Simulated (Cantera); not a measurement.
Source: NASA polynomial tables (part measured, part estimated), evaluated in Cantera. Values are per mole of reaction as written; species without (g) are pure solids or liquids, kept so even where they would boil at 1 bar.

2 AlI₃(g) = 3 I₂(g) + 2 Al(g)

```json
[
 {"T (K)": "2173", "ΔH° (kJ)": "…", "ΔS° (J/K)": "…", "ΔG° (kJ)": "…", "log10 K": "…"},
 {"T (K)": "2273", "ΔH° (kJ)": "1221.1", "ΔS° (J/K)": "350.9", "ΔG° (kJ)": "423.6", "log10 K": "-9.73"},
 {"T (K)": "2373", "ΔH° (kJ)": "1220.9", "ΔS° (J/K)": "350.8", "ΔG° (kJ)": "388.5", "log10 K": "-8.55"},
 {"T (K)": "2473", "ΔH° (kJ)": "1220.8", "ΔS° (J/K)": "350.8", "ΔG° (kJ)": "353.4", "log10 K": "-7.46"},
 {"T (K)": "2573", "ΔH° (kJ)": "1220.8", "ΔS° (J/K)": "350.7", "ΔG° (kJ)": "318.3", "log10 K": "-6.46"},
 {"T (K)": "2673", "ΔH° (kJ)": "…", "ΔS° (J/K)": "…", "ΔG° (kJ)": "…", "log10 K": "…"},
 {"T (K)": "2773", "ΔH° (kJ)": "1220.7", "ΔS° (J/K)": "350.7", "ΔG° (kJ)": "248.2", "log10 K": "-4.67"}
]
```

Q: Complete the blanks.

A: 
- 2173, ΔH° (kJ): 1221.3
- 2173, ΔS° (J/K): 351.0
- 2173, ΔG° (kJ): 458.7
- 2173, log10 K: -11.02
- 2673, ΔH° (kJ): 1220.7
- 2673, ΔS° (J/K): 350.7
- 2673, ΔG° (kJ): 283.3
- 2673, log10 K: -5.54
